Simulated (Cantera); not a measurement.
# Thermodynamics of sublimation and decomposition of ceramics, feed BN + N2

Input: 1 mol BN, 0.016 mol N2, equilibrated at 1873.15 K and 1.10 Pa.

Equilibrium computed with Cantera from the NASA thermochemical tables; the gas is ideal and each condensed phase is pure. Candidate condensed phases: B, BN; 5 gas species. The numbers say what is thermodynamically allowed, not how fast it happens.

```yaml
x(N2): 0.999
x(B): 0.00127
x(BN): 6.57e-6
n(B(s)): 0.999 mol
gas_amount: 0.5167 mol
```
